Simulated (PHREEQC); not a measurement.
0.29 g of hydrous ferric oxide (600 m²/g; 0.2 weak and 0.005 strong sites per Fe, Dzombak-Morel constants, diffuse double layer) in 1 kg of water with 0.005 mol/kgw of an inert sodium salt, at 25 °C; the pH is set by adding NaOH or the inert anion's acid. Oxygen is held at 0.21 atm. The system is closed to CO2. Precipitation was switched off in this run.

Equilibrium calculation in PHREEQC: ion-association model, wateq4f.dat.

```json
[
 {"pH": "3", "surface charge σ (C/m²)": "0.304", "surface potential ψ (mV)": "214"},
 {"pH": "3.5", "surface charge σ (C/m²)": "0.244", "surface potential ψ (mV)": "207"},
 {"pH": "4", "surface charge σ (C/m²)": "0.184", "surface potential ψ (mV)": "___"},
 {"pH": "4.5", "surface charge σ (C/m²)": "___", "surface potential ψ (mV)": "177"},
 {"pH": "5", "surface charge σ (C/m²)": "0.091", "surface potential ψ (mV)": "158"},
 {"pH": "5.5", "surface charge σ (C/m²)": "0.060", "surface potential ψ (mV)": "137"},
 {"pH": "6", "surface charge σ (C/m²)": "0.038", "surface potential ψ (mV)": "114"},
 {"pH": "6.5", "surface charge σ (C/m²)": "0.023", "surface potential ψ (mV)": "89"},
 {"pH": "7", "surface charge σ (C/m²)": "0.013", "surface potential ψ (mV)": "62"},
 {"pH": "7.5", "surface charge σ (C/m²)": "0.006", "surface potential ψ (mV)": "34"},
 {"pH": "8", "surface charge σ (C/m²)": "0.001", "surface potential ψ (mV)": "6"},
 {"pH": "8.5", "surface charge σ (C/m²)": "-0.004", "surface potential ψ (mV)": "-22"},
 {"pH": "9", "surface charge σ (C/m²)": "-0.009", "surface potential ψ (mV)": "-50"},
 {"pH": "9.5", "surface charge σ (C/m²)": "-0.018", "surface potential ψ (mV)": "-77"},
 {"pH": "10", "surface charge σ (C/m²)": "-0.030", "surface potential ψ (mV)": "-103"},
 {"pH": "10.5", "surface charge σ (C/m²)": "___", "surface potential ψ (mV)": "-127"},
 {"pH": "11", "surface charge σ (C/m²)": "-0.081", "surface potential ψ (mV)": "-148"}
]
```

Task: Fill in the missing entries.

Result: 
- 4, surface potential ψ (mV): 193
- 4.5, surface charge σ (C/m²): 0.132
- 10.5, surface charge σ (C/m²): -0.050

Species that the database lacks are ignored. The oxide is taken as insoluble; below pH 4 it would dissolve.
